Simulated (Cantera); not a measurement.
A closed system holds: 1 mol CH3F, 0.032 mol F2, 12 mol H2, equilibrated at 13300 Pa.

Cantera equilibrium calculation (NASA polynomials, part measured and part estimated; ideal gas, pure solids and liquids). Candidate condensed phases: C, C6H6, C7H8, C8H18; 95 gas species. Rates play no part. All values below are at 2702 °C.

Base state: H2 0.598, H 0.309, HF 0.0637, C2H2 (acetylene) 0.0249, C2H 0.00214, C3 0.00110, C4H2 0.000433, C 0.000254 (mole fractions); condensed: gas only.

Task: What changes in the equilibrium state with this change: H2 from 12 to 0.12 mol?

Result: 
| species | before | after |
|---|---|---|
| HF | 0.0637 | 0.435 |
| H2 | 0.598 | 0.315 |
| H | 0.309 | 0.225 |
| C2H2 (acetylene) | 0.0249 | 0.0182 |
| CF | 1.82e-5 | 0.000201 |
| C2HF | 1.70e-6 | 1.61e-5 |
| F | 0.000195 | 0.00183 |
| C5 | 1.34e-5 | 3.03e-5 |
| CH3 | 2.67e-5 | 1.21e-5 |
| C(graphite), mol | 0 | 0.880 |

Task: What changes in the equilibrium state with this change: F2 from 0.032 to 0.97 mol?

Result: 
| species | before | after |
|---|---|---|
| H2 | 0.598 | 0.517 |
| H | 0.309 | 0.288 |
| HF | 0.0637 | 0.167 |
| C2H2 (acetylene) | 0.0249 | 0.0232 |
| CF | 1.82e-5 | 5.31e-5 |
| F | 0.000195 | 0.000549 |
